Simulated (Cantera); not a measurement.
An isothermal, constant-pressure homogeneous reactor starts with 27.7 % C₂H₆, 72.1 % N₂, 0.144 % H₂O, at 1825 K and 13300 Pa.

Detailed kinetics in Cantera: GRI-Mech 3.0 (53 species, 325 reactions). GRI-Mech 3.0 stops at C3 and has no aromatics, soot or wall deposition, so with more carbon than oxygen in the feed, carbon stays in small species such as C2H2 where larger ones or solid carbon would form.

Predict: x(C₂H₆) at 100 s; x(H) at 100 s; x(CH₃) at 100 s; x(C₂H₂) at 100 s; x(C₂H₄) at 100 s; x(C₂H) at 100 s; x(HCN) at 100 s.


```
Property                                              Value
----------------  -----------------------------------------
x(C₂H₆) at 100 s    8.90e-9 (gas-phase equilibrium 5.63e-9)
x(H) at 100 s     0.000725 (gas-phase equilibrium 0.000726)
x(CH₃) at 100 s     2.34e-5 (gas-phase equilibrium 1.86e-5)
x(C₂H₂) at 100 s        0.177 (gas-phase equilibrium 0.112)
x(C₂H₄) at 100 s  0.000165 (gas-phase equilibrium 0.000104)
x(C₂H) at 100 s     3.50e-6 (gas-phase equilibrium 2.20e-6)
x(HCN) at 100 s      0.000317 (gas-phase equilibrium 0.132)
```
